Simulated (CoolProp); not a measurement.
Vapour pressure (MPa) of nitrogen: the reference equation beside estimates from Tc = -147.0 °C, pc = 3.396 MPa, ω = 0.037. Clausius-Clapeyron is anchored at -182.15 °C with a constant enthalpy of vaporisation of 5.008 kJ/mol.

Model: reference Helmholtz-energy equation of state, Span 2000, in CoolProp.

```csv
T (°C),reference,Lee-Kesler,Clausius-Clapeyron,Redlich-Kwong,Soave-Redlich-Kwong,Peng-Robinson
-186.25,0.2737,0.2736,0.2871,0.2582,0.2733,0.2750
-182.15,0.3923,0.3925,0.3923,0.3797,0.3932,0.3936
-177.95,0.5489,0.5493,0.5253,0.5418,0.5519,0.5504
-173.85,0.7412,0.7415,0.6822,0.7417,0.7473,0.7433
-169.75,0.9778,0.9775,0.8676,0.9878,0.9880,0.9812
-165.65,1.264,1.263,1.083,1.285,1.279,1.270
-161.55,1.606,1.604,1.331,1.636,1.626,1.615
-157.45,2.011,2.007,1.612,2.047,2.035,2.022
-153.35,2.485,2.483,1.926,2.522,2.510,2.499
```

Absolute difference from the reference over all 9 rows, mean and median: Lee-Kesler 0.1 and 0.1 %, Clausius-Clapeyron 11.4 and 11.3 %, Redlich-Kwong 2.0 and 1.7 %, Soave-Redlich-Kwong 0.8 and 1.0 %, Peng-Robinson 0.4 and 0.5 %.
